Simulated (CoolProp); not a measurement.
A closed Brayton cycle with nitrogen: compressor inlet 326.15 K and 5.8 MPa, high pressure 11.1 MPa, turbine inlet 855 K, compressor efficiency 0.85, turbine efficiency 0.85, recuperator effectiveness 0.8 (on enthalpy, no pinch check). Each further row changes one setting.

The numbers come from the reference Helmholtz-energy equation of state, Span 2000 in CoolProp.

```json
[
 {"case": "as stated", "thermal efficiency (%)": "(withheld)", "net work (kJ/kg)": "49.6", "compressor to turbine work": "0.63", "compressor exit (K)": "405.3", "turbine exit (K)": "740.2"},
 {"case": "turbine inlet 805 K", "thermal efficiency (%)": "21.8", "net work (kJ/kg)": "41.9", "compressor to turbine work": "(withheld)", "compressor exit (K)": "405.3", "turbine exit (K)": "(withheld)"},
 {"case": "compressor inlet 336.15 K", "thermal efficiency (%)": "22.7", "net work (kJ/kg)": "46.9", "compressor to turbine work": "0.65", "compressor exit (K)": "417.6", "turbine exit (K)": "740.2"},
 {"case": "high pressure 9.43 MPa", "thermal efficiency (%)": "(withheld)", "net work (kJ/kg)": "(withheld)", "compressor to turbine work": "(withheld)", "compressor exit (K)": "(withheld)", "turbine exit (K)": "(withheld)"},
 {"case": "recuperator effectiveness 0.5", "thermal efficiency (%)": "15.5", "net work (kJ/kg)": "49.6", "compressor to turbine work": "0.63", "compressor exit (K)": "405.3", "turbine exit (K)": "740.2"}
]
```

Complete the blanks.


- as stated, thermal efficiency (%): 23.6
- turbine inlet 805 K, compressor to turbine work: 0.67
- turbine inlet 805 K, turbine exit (K): 695.8
- high pressure 9.43 MPa, thermal efficiency (%): 21.6
- high pressure 9.43 MPa, net work (kJ/kg): 40.8
- high pressure 9.43 MPa, compressor to turbine work: 0.60
- high pressure 9.43 MPa, compressor exit (K): 384.0
- high pressure 9.43 MPa, turbine exit (K): 767.5
